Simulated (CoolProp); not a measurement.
Saturation properties of toluene.

Model: reference Helmholtz-energy equation of state, Lemmon 2006, in CoolProp. It is a short technical equation, of lower accuracy than the large ones.

| T (K) | p (kPa) | vapour density (kg/m³) | liquid cp (kJ/(kg K)) | surface tension (mN/m) | liquid viscosity (µPa s) | liquid conductivity (mW/(m K)) |
|---|---|---|---|---|---|---|
| 287.6 | 2.151 | 0.08307 | 1.668 | … | 630 | 133 |
| 292.7 | 2.849 | 0.1082 | 1.684 | 28.6 | 590 | 132 |
| 297.9 | 3.750 | 0.1400 | 1.700 | 27.9 | 553 | 130 |
| 303.1 | 4.882 | 0.1793 | 1.717 | 27.3 | 520 | 129 |
| 308.2 | 6.259 | 0.2263 | 1.734 | 26.7 | 491 | 128 |
| 313.4 | 7.983 | 0.2841 | 1.751 | 26.0 | 464 | 126 |
| 318.6 | 10.09 | 0.3536 | 1.768 | … | 439 | 125 |
| 323.8 | 12.63 | 0.4363 | 1.786 | … | 416 | 123 |
| 328.9 | 15.62 | 0.5321 | 1.804 | 24.2 | 395 | 122 |
| 334.1 | 19.25 | 0.6465 | 1.822 | 23.6 | 376 | 120 |

**Question.** Some entries are withheld; supply them.

**Answer.** 
- 287.6, surface tension (mN/m): 29.2
- 318.6, surface tension (mN/m): 25.4
- 323.8, surface tension (mN/m): 24.8

It boils at 383.7 K under 1 atm.

Viscosity comes from a separate model (Avgeri 2015). Thermal conductivity comes from a separate model (Assael 2012). Surface tension comes from a separate correlation (Mulero 2012).
